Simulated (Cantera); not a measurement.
An isothermal, constant-pressure homogeneous reactor starts with CH4 : H2 : O2 = 0.0092 : 1 : 0.043 (molar parts), equivalence ratio 12, at 3000 K and 22.5 Torr.

Computed with Cantera and GRI-Mech 3.0 (53 species, 325 reactions). Radical loss at walls, strong at low pressure, is not modelled. The temperature is held fixed by assumption; the heat of reaction is taken as removed at once.

One state of this run: x CH4 = <1e-12; x H2 = 0.378; x O2 = 0.000331; x C2H2 = <1e-12; x CH2O = 2.87e-11. x: mole fraction; the columns are a selection and need not sum to one.

**Question.** Which value of t (s) does it belong to?
(A) 0.000299
(B) 0.267
(C) 9.63e-5
(D) 0.00894

**Answer.** B, 0.267
